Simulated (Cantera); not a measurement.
Input: 1 mol PbO, 6.1 mol C, 0.64 mol CO, equilibrated at 0.100 bar.

Cantera equilibrium calculation (NASA polynomials, part measured and part estimated; ideal gas, pure solids and liquids). Candidate condensed phases: C, Pb, PbO, PbO2, Pb3O4; 15 gas species. Rates play no part.

Question: Which condensed phases are stable at each of these points (T (K)): 1050, 1200, 1350, 1500, 1650, 1800, 1950, 2100, 2250, 2400, 2550?

Answer: 
```json
[
 {"T (K)": "1050", "condensed phases": "C(graphite) + Pb(l)", "Pb condensed (%)": "99.9"},
 {"T (K)": "1200", "condensed phases": "C(graphite) + Pb(l)", "Pb condensed (%)": "98.9"},
 {"T (K)": "1350", "condensed phases": "C(graphite) + Pb(l)", "Pb condensed (%)": "91.6"},
 {"T (K)": "1500", "condensed phases": "C(graphite) + Pb(l)", "Pb condensed (%)": "46.6"},
 {"T (K)": "1650", "condensed phases": "C(graphite)", "Pb condensed (%)": "0.0"},
 {"T (K)": "1800", "condensed phases": "C(graphite)", "Pb condensed (%)": "0.0"},
 {"T (K)": "1950", "condensed phases": "C(graphite)", "Pb condensed (%)": "0.0"},
 {"T (K)": "2100", "condensed phases": "C(graphite)", "Pb condensed (%)": "0.0"},
 {"T (K)": "2250", "condensed phases": "C(graphite)", "Pb condensed (%)": "0.0"},
 {"T (K)": "2400", "condensed phases": "C(graphite)", "Pb condensed (%)": "0.0"},
 {"T (K)": "2550", "condensed phases": "C(graphite)", "Pb condensed (%)": "0.0"}
]
```

From 1050 K to 1500 K the condensed part is C(graphite) + Pb(l). From 1650 K to 2550 K the condensed part is C(graphite).
